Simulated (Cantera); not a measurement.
Input (Python, Cantera) and output of one run.

```python
import numpy as np
import cantera as ct

gas_names = """
    OH SiH3 H2O
""".split()
cond_names = """
    Si(cr) Si(L)
""".split()


# ... load() reads the species with a 1 bar reference pressure and builds the phases ...
species = {s.name: s for s in load("nasa_gas.yaml", gas_names) + load("nasa_condensed.yaml", cond_names)}
# Each term lists the table entries of one substance; the one whose range holds T is used.
reactions = {
    '3 OH(g) + SiH3(g) = 3 H2O(g) + Si':
        [(-3, ['OH']), (-1, ['SiH3']), (3, ['H2O']), (1, ['Si(cr)', 'Si(L)'])],
}


def pick(names, T):
    return next(species[n] for n in names if species[n].thermo.min_temp <= T <= species[n].thermo.max_temp)


results = []
for label, terms in reactions.items():
    print(label)
    print("     T/K   dH/kJ  dS/(J/K)   dG/kJ   log10 K")
    for T in [300, 2223, 2273, 2323, 2373, 2423, 2473]:
        used = [(nu, pick(names, T)) for nu, names in terms]
        dH = sum(nu * s.thermo.h(T) for nu, s in used) / 1e6
        dS = sum(nu * s.thermo.s(T) for nu, s in used) / 1e3
        dG = dH - T * dS / 1e3
        logK = -dG * 1e6 / (ct.gas_constant * T * np.log(10))
        results.append((label, T, dH, dS, dG, logK, [s.name for _, s in used]))
        print(f"{T:8g} {dH:8.1f} {dS:8.1f} {dG:8.1f} {logK:8.2f}")
```

Result:

```
3 OH(g) + SiH3(g) = 3 H2O(g) + Si
     T/K   dH/kJ  dS/(J/K)   dG/kJ   log10 K
     300  -1052.9   -182.5   -998.1   173.79
    2223  -1013.5   -167.1   -642.0    15.08
    2273  -1013.4   -167.1   -633.6    14.56
    2323  -1013.3   -167.1   -625.3    14.06
    2373  -1013.2   -167.0   -616.9    13.58
    2423  -1013.1   -167.0   -608.6    13.12
    2473  -1013.0   -166.9   -600.2    12.68
```

Standard-state values (1 bar) from the NASA 1993 polynomials, evaluated with Cantera. Condensed species are held in their standard states even where they would react or evaporate.
